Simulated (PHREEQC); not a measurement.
A solution holds 0.49 mol H2SO4, 0.16 mol FeCl2 and 0.021 mol NaCl per kg of water, at 20 °C. Closed to the air; pH follows from the charge balance.

Model: Pitzer model, pitzer.dat, run in PHREEQC.

Problem. The ionic strength comes out as 1.34 mol/kgw. What activity coefficients do SO4-2, Cl-, Fe+2, Na+, H+ get?

Solution. SO4-2 0.030, Cl- 0.59, Fe+2 0.32, Na+ 0.79, H+ 0.87. Single-ion values are on the MacInnes scale.

Precipitation was switched off in this run. Complexes and solids missing from the database can't appear. In brines, pH and single-ion activities rest on the MacInnes convention.
